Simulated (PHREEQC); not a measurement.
Dissolve 0.15 mol ZnCl2 per kg of water at 28 °C. Closed to the air; pH follows from the charge balance.

Equilibrium calculation in PHREEQC: ion-association model, phreeqc.dat.

```json
{
  "pH": "4.90",
  "ionic_strength": "0.392 mol/kgw",
  "activity_of_water": "0.993",
  "density": "1.015 g/cm³"
}
```

| species | molality | activity | log γ |
|---|---|---|---|
| Cl- | 0.268 | 0.178 | -0.177 |
| Zn+2 | 0.123 | 0.0286 | -0.632 |
| ZnCl+ | 0.0234 | 0.0156 | -0.176 |
| ZnCl2 | 0.00269 | 0.00295 | 0.039 |
| ZnCl3- | 0.000898 | 0.000599 | -0.176 |
| ZnCl4-2 | 0.000235 | 5.47e-5 | -0.632 |
| H+ | 1.64e-5 | 1.26e-5 | -0.112 |
| ZnOHCl | 1.21e-5 | 1.33e-5 | 0.039 |
| ZnOH+ | 4.24e-6 | 3.09e-6 | -0.137 |
| Zn(OH)2 | 2.04e-9 | 2.23e-9 | 0.039 |
| OH- | 1.53e-9 | 9.97e-10 | -0.187 |

No solid was allowed to form.
